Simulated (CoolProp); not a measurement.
A Linde-Hampson liquefier for dry air: isothermal reversible compression at 250 K from 1 atm to 15 MPa, throttling to 1 atm, return gas leaving the recuperator 10 K below the feed. Each further row changes one setting.

Values from CoolProp's reference Helmholtz-energy equation of state, Lemmon 2000. It is a pseudo-pure fit of the blend.

| case | liquid yield per pass | compression work (kJ/kg of gas) |
|---|---|---|
| as stated | (withheld) | 351 |
| high pressure 30 MPa | (withheld) | (withheld) |
| warm-end temperature 280 K | 0.058 | (withheld) |
| warm-end gap 15 K | (withheld) | 351 |

Problem. Fill in the missing entries.

Solution. 
- as stated, liquid yield per pass: 0.089
- high pressure 30 MPa, liquid yield per pass: 0.142
- high pressure 30 MPa, compression work (kJ/kg of gas): 401
- warm-end temperature 280 K, compression work (kJ/kg of gas): 398
- warm-end gap 15 K, liquid yield per pass: 0.076
